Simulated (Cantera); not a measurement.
A perfectly stirred reactor is fed with N2O : H2 : N2 = 1 : 0.021 : 2.3 (molar parts), at 23000 Pa; it is held at 1050 K, and followed from long to short residence time.

Computed with Cantera and GRI-Mech 3.0 (53 species, 325 reactions). GRI-Mech 3.0 was tuned for natural gas; its chemistry of N2O as a main component is partial and can be far from experiment. The mechanism lacks the step 2 NO + O2 → 2 NO2, which can matter for NO2 below about 1400 K. The temperature is held fixed by assumption; the heat of reaction is taken as removed at once.

**Question.** What does this change do: temperature 1050 to 1523 K?

**Answer.** 
| quantity | before | after |
|---|---|---|
| x(N2O) at τ = 7.50 s | 0.282 | 0.00290 |
| x(H2) at τ = 7.50 s | 0.000110 | 1.65e-6 |
| x(NO) at τ = 7.50 s | 0.000597 | 0.0292 |
| x(H2O2) at τ = 7.50 s | 1.94e-9 | 1.17e-9 |
| x(N2) at τ = 7.50 s | 0.706 | 0.850 |
| x(N2O) at τ = 0.230 s | 0.296 | 0.0554 |
| x(H2) at τ = 0.230 s | 0.00173 | 2.21e-5 |
| x(NO) at τ = 0.230 s | 2.91e-5 | 0.0425 |
| x(H2O2) at τ = 0.230 s | 1.10e-8 | 2.75e-9 |
| x(N2) at τ = 0.230 s | 0.697 | 0.813 |

**Question.** What does this change do: pressure from 23000 Pa to 37000 Pa?

**Answer.** 
```tsv
quantity	before	after
x(N2O) at τ = 7.50 s	0.282	0.274
x(H2) at τ = 7.50 s	0.000110	7.37e-5
x(NO) at τ = 7.50 s	0.000597	0.000907
x(H2O2) at τ = 7.50 s	1.94e-9	2.64e-9
x(N2) at τ = 7.50 s	0.706	0.710
x(N2O) at τ = 0.230 s	0.296	0.295
x(H2) at τ = 0.230 s	0.00173	0.00127
x(NO) at τ = 0.230 s	2.91e-5	3.93e-5
x(H2O2) at τ = 0.230 s	1.10e-8	1.18e-8
x(N2) at τ = 0.230 s	0.697	0.698
```
